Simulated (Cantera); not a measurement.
Charge: 1 mol SiHCl3, 0.038 mol CH4, 270 mol H2, at 0.0120 bar.

These are equilibrium values from Cantera (NASA tables, ideal gas, pure condensed phases), not measurements of a reactor. Candidate condensed phases: C, C6H6, C7H8, C8H18, Si, SiC; 109 gas species. Mutual solubility and eutectic melting of coexisting phases are not modelled. Rates play no part.

At 1375 °C, list the 5 most abundant gas species with their mole fractions, and the condensed phases.

H2 0.989, HCl 0.0103, H 0.000808, SiCl2 0.000378, Si 2.15e-5. Condensed: Si(s) + SiC(s).
